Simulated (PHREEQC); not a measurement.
A solution holds 0.17 mol/kgw H2SO4, 0.031 mol/kgw AlCl3 and 0.16 mol/kgw MgCl2, at 25 °C. Closed to the air; pH follows from the charge balance.

The numbers come from PHREEQC with the ion-association model, phreeqc.dat.

- pH: 0.74
- ionic strength: 0.744 mol/kgw
- activity of water: 0.984
- density: 1.024 g/cm³
- total alkalinity: -340 meq/kg

| species | molality | activity | log γ |
|---|---|---|---|
| Cl- | 0.413 | 0.258 | -0.204 |
| H+ | 0.244 | 0.184 | -0.124 |
| Mg+2 | 0.130 | 0.0376 | -0.539 |
| HSO4- | 0.0951 | 0.0718 | -0.122 |
| MgSO4 | 0.0299 | 0.0355 | 0.074 |
| SO4-2 | 0.0230 | 0.00402 | -0.758 |

No solid was allowed to form. Ionic strength above about 0.7 mol/kgw puts this run outside the model's range.
